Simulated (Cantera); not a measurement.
A perfectly stirred reactor is fed with H₂ : O₂ = 0.2 : 1 (molar parts), equivalence ratio 0.10, at 0.0133 bar; it is held at 900 K, and followed from long to short residence time.

Computed with Cantera and the H2/O2 subset of GRI-Mech 3.0, which has no nitrogen chemistry. Radical loss at walls, strong at low pressure, is not modelled. Below about 950 K walls govern HO2 and H2O2 in real vessels. The temperature is held fixed by assumption; the heat of reaction is taken as removed at once.

### Question
Predict: x(H₂) at τ = 1.20 s; x(O₂) at τ = 1.20 s; x(H) at τ = 1.20 s; x(H₂O₂) at τ = 1.20 s; x(OH) at τ = 1.20 s; x(H₂) at τ = 55.0 ms; x(O₂) at τ = 55.0 ms; x(H) at τ = 55.0 ms; x(H₂O₂) at τ = 55.0 ms; x(OH) at τ = 55.0 ms.

### Answer
| Item | Result |
|---|---|
| x(H₂) at τ = 1.20 s | 0.00247 |
| x(O₂) at τ = 1.20 s | 0.818 |
| x(H) at τ = 1.20 s | 0.000188 |
| x(H₂O₂) at τ = 1.20 s | 3.52e-7 |
| x(OH) at τ = 1.20 s | 0.000330 |
| x(H₂) at τ = 55.0 ms | 0.0129 |
| x(O₂) at τ = 55.0 ms | 0.814 |
| x(H) at τ = 55.0 ms | 0.00382 |
| x(H₂O₂) at τ = 55.0 ms | 4.91e-7 |
| x(OH) at τ = 55.0 ms | 0.00127 |
